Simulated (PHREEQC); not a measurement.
PHREEQC input (Pitzer model, pitzer.dat):

```
SOLUTION 1
  temp 50
  units mol/kgw
  pH 7 charge
  S(6) 0.039
  Na 0.044
  K 0.034
END
USE solution 1
INCREMENTAL_REACTIONS false
REACTION 1
  H2O -1
  0 9.886 18.011 24.689 30.178 34.689 38.397 41.444
  43.949 46.007 47.699 49.089 50.232 51.172 51.944 52.578
  53.1 53.528 53.88 54.17 54.408 54.603 54.764 54.896
  55.005 55.094 55.168 55.228 moles
EQUILIBRIUM_PHASES 1
  Arcanite 0 0
  Glaserite 0 0
  Mirabilite 0 0
  Misenite 0 0
  Thenardite 0 0
SELECTED_OUTPUT 1
  -reset false
  -pH true
  -pe true
  -ionic_strength true
  -water true
  -activities H2O
  -totals K Na S
  -molalities H+ Na+ K+ SO4-2 OH- HSO4-
  -equilibrium_phases Arcanite Glaserite Mirabilite Misenite Thenardite
PRINT
  -reset false
END
```

Selected output (columns that matter, 23 of 28 rows; water left (kg) added in front):

```
water left (kg)	pH	mu	K	Na	S	m_H+	m_Na+	m_K+	m_SO4-2	m_OH-	la_H2O	Glaserite	Thenardite
1	6.9047	0.117	0.034	0.044	0.039	1.8085e-07	0.044	0.034	0.039	5.8279e-07	-0.0007606	0	0
0.821894	6.9231	0.14235	0.041368	0.053535	0.047451	1.7897e-07	0.053535	0.041368	0.047451	6.1919e-07	-0.00091443	0	0
0.675514	6.9416	0.1732	0.050332	0.065136	0.057734	1.7747e-07	0.065136	0.050332	0.057733	6.5812e-07	-0.001099	0	0
0.456313	6.9784	0.2564	0.07451	0.096425	0.085468	1.7565e-07	0.096425	0.07451	0.085467	7.4364e-07	-0.0015858	0	0
0.375043	6.9968	0.31196	0.090656	0.11732	0.10399	1.7533e-07	0.11732	0.090656	0.10399	7.9015e-07	-0.0019038	0	0
0.30824	7.015	0.37957	0.1103	0.14275	0.12652	1.7539e-07	0.14275	0.1103	0.12652	8.3907e-07	-0.0022848	0	0
0.253345	7.0331	0.46182	0.1342	0.17368	0.15394	1.7578e-07	0.17368	0.1342	0.15394	8.9024e-07	-0.0027407	0	0
0.171138	7.069	0.68366	0.19867	0.2571	0.22789	1.7722e-07	0.2571	0.19867	0.22789	9.9847e-07	-0.0039373	0	0
0.140655	7.0869	0.83182	0.24173	0.31282	0.27727	1.7799e-07	0.31282	0.24173	0.27727	1.0549e-06	-0.004715	0	0
0.115613	7.1048	1.012	0.29409	0.38058	0.33733	1.7844e-07	0.38058	0.29409	0.33733	1.1124e-06	-0.0056425	0	0
0.0950203	7.1229	1.2313	0.35782	0.46306	0.41044	1.7821e-07	0.46306	0.35782	0.41044	1.1706e-06	-0.0067496	0	0
0.0641769	7.1606	1.8231	0.52979	0.6856	0.6077	1.7323e-07	0.6856	0.52979	0.60769	1.2874e-06	-0.0096537	0	0
0.0527548	7.1807	2.2178	0.64449	0.83405	0.73927	1.668e-07	0.83405	0.64449	0.73927	1.3457e-06	-0.01155	0	0
0.0433504	7.2024	2.6989	0.78431	1.015	0.89965	1.563e-07	1.015	0.78431	0.89964	1.4046e-06	-0.013841	0	0
0.0356396	7.2262	3.2829	0.954	1.2346	1.0943	1.4074e-07	1.2346	0.954	1.0943	1.4656e-06	-0.016616	0	0
0.0292979	7.253	3.9935	1.1605	1.5018	1.3312	1.1951e-07	1.5018	1.1605	1.3312	1.5326e-06	-0.020013	0	0
0.0197855	7.2999	5.4992	1.5113	2.1548	1.8331	7.7614e-08	2.1548	1.5113	1.8331	1.6625e-06	-0.027353	0.001366	0
0.0162724	7.3011	5.9245	1.4566	2.493	1.9748	7.1786e-08	2.493	1.4566	1.9748	1.6762e-06	-0.029461	0.0034324	0
0.0133718	7.3033	6.4693	1.4024	2.9104	2.1564	6.4356e-08	2.9104	1.4024	2.1564	1.6933e-06	-0.032198	0.0050823	0
0.0109937	7.3064	7.1572	1.35	3.4214	2.3857	5.5395e-08	3.4214	1.35	2.3857	1.7143e-06	-0.035703	0.006386	0
0.00742651	7.313	9.1102	1.2561	4.8174	3.0367	3.4114e-08	4.8174	1.2561	3.0367	1.774e-06	-0.045845	0.0082239	0
0.00609332	7.3142	10.482	1.22	5.7677	3.4939	2.3169e-08	5.7677	1.22	3.4939	1.8203e-06	-0.053014	0.0088554	0
0.00501236	7.3114	12.019	1.2004	6.812	4.0062	1.4371e-08	6.812	1.2004	4.0062	1.8814e-06	-0.060935	0.0093278	0.00026395
```

Species that the database lacks are ignored. Away from 25 °C the constants follow the database's enthalpies or fits; those with neither stay at their 25 °C values.
